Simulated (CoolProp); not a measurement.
Vapour-liquid equilibrium of ethanol (1) + hexamethyldisiloxane (MM) (2) at 8.23 bar; x and y are mole fractions of (1).

Computed with CoolProp (multi-fluid Helmholtz-energy mixture model, Schroeder 2014 and Thol 2016; pair parameters Bell 2016).

Give the bubble temperature and the first vapour's composition at x = 0.05, 0.2, 0.5. Is there an azeotrope?

x = 0.05: 455.6 K, y = 0.175; x = 0.2: 436.0 K, y = 0.469; x = 0.5: 422.6 K, y = 0.685. No azeotrope shows between x = 0.05 and 0.95.

The pair parameters rest on a limited set of measurements; away from them the model extrapolates.
